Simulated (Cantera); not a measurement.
A perfectly stirred reactor is fed with C₃H₈ : O₂ : N₂ = 1 : 4.55 : 17.1 (molar parts), equivalence ratio 1.1, at 5.00 bar; it is adiabatic with a 423 K inlet, and is followed from long to short residence time, starting on the burning branch (τ in s: 0.12, 0.044, 0.017, 0.0064, 0.0024, 0.00093, 0.00035, 0.00013, 5.1e-05, 1.9e-05).

Cantera simulation using GRI-Mech 3.0 (53 species, 325 reactions); the numbers are that mechanism's predictions, not measurements. GRI-Mech 3.0 was tuned for natural gas; its chemistry of propane as a main component is partial and can be far from experiment.

Question: Predict: blow-out, bracketed by the residence times tried; x(C₃H₈) at τ = 0.120 s; x(O₂) at τ = 0.120 s; x(C₂H) at τ = 0.120 s; x(CH₄) at τ = 0.120 s; x(CO) at τ = 0.120 s; x(C₃H₈) at τ = 0.930 ms; x(O₂) at τ = 0.930 ms; x(C₂H) at τ = 0.930 ms; x(CH₄) at τ = 0.930 ms; x(CO) at τ = 0.930 ms.

Answer: 
| Quantity | Result |
|---|---|
| blow-out, bracketed by the residence times tried | burning at 19.0 µs, the shortest tried |
| x(C₃H₈) at τ = 0.120 s | 4.29e-8 |
| x(O₂) at τ = 0.120 s | 0.000645 |
| x(C₂H) at τ = 0.120 s | 5.41e-9 |
| x(CH₄) at τ = 0.120 s | 5.21e-7 |
| x(CO) at τ = 0.120 s | 0.0311 |
| x(C₃H₈) at τ = 0.930 ms | 3.25e-6 |
| x(O₂) at τ = 0.930 ms | 0.00442 |
| x(C₂H) at τ = 0.930 ms | 1.92e-7 |
| x(CH₄) at τ = 0.930 ms | 7.43e-6 |
| x(CO) at τ = 0.930 ms | 0.0367 |
